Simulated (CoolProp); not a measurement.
Vapour-liquid equilibrium of isopentane (1) + R365MFC (2) at 355.3 K; x and y are mole fractions of (1).

Values from CoolProp's multi-fluid Helmholtz-energy mixture model, Lemmon 2006 and Lemmon 2016; pair parameters Bell 2016.

```csv
x,"bubble pressure, mixture model (kPa)","bubble pressure, Raoult's law (kPa)","y, mixture model","y, Raoult's law"
0.05,416.8,378.3,0.136,0.064
0.15,484.1,389.2,0.309,0.186
0.25,529.1,400.1,0.414,0.301
0.35,557.7,411.0,0.487,0.410
0.45,574.9,421.9,0.542,0.514
0.55,583.6,432.8,0.589,0.612
0.65,585.3,443.6,0.637,0.706
0.75,578.8,454.5,0.693,0.795
0.85,559.5,465.4,0.770,0.880
0.95,517.2,476.3,0.897,0.961
```

The largest gap from Raoult's law is +36.3 % in bubble pressure, at x = 0.45. y crosses x between x = 0.55 and 0.65: the model has an azeotrope there.

The pair parameters rest on a limited set of measurements; away from them the model extrapolates.
